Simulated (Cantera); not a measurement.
Feed: 1 mol HBr, 0.14 mol H2O, held at 3225 K and 0.133 bar.

Equilibrium computed with Cantera from the NASA thermochemical tables; the gas is ideal and each condensed phase is pure. Candidate condensed phases: Br2, H2O; 12 gas species. Equilibrium is a limit: real reactors are often held back by kinetics, nucleation or transport.

Base state: Br 0.468, H 0.293, H2 0.127, HBr 0.0421, O 0.0268, H2O 0.0216, OH 0.0194, O2 0.00178 (mole fractions); condensed: gas only.

What changes in the equilibrium state with this change: H2O from 0.14 to 0.57 mol?


```tsv
species	before	after
Br	0.468	0.334
H	0.293	0.304
H2	0.127	0.136
O	0.0268	0.0703
H2O	0.0216	0.0605
O2	0.00178	0.0122
OH	0.0194	0.0527
HBr	0.0421	0.0310
Br2	5.44e-5	2.77e-5
```

What changes in the equilibrium state with this change: H2O from 0.14 to 0.49 mol?


```csv
species,before,after
Br,0.468,0.352
H,0.293,0.302
H2,0.127,0.135
O,0.0268,0.0647
H2O,0.0216,0.0551
O2,0.00178,0.0103
OH,0.0194,0.0482
HBr,0.0421,0.0326
Br2,5.44e-5,3.09e-5
```
